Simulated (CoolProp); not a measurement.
Vapour-liquid equilibrium of R125 (1) + cyclopropane (2) at 313.1 K; x and y are mole fractions of (1).

The numbers come from the multi-fluid Helmholtz-energy mixture model, Lemmon 2005 and Polt 1992; pair parameters Bell 2016 in CoolProp. This equation is an older, rougher fit; its heat capacities, sound speeds and derivatives of the liquid may be far off and weren't checked against measurements.

Question: Give the bubble pressure and the first vapour's composition at x = 0.05, 0.65, 0.95. Is there an azeotrope?

Answer: x = 0.05: 12.47 bar, y = 0.161; x = 0.65: 20.34 bar, y = 0.690; x = 0.95: 20.34 bar, y = 0.943. y crosses x between x = 0.8 and 0.95: the model has an azeotrope there.

The pair parameters rest on a limited set of measurements; away from them the model extrapolates.
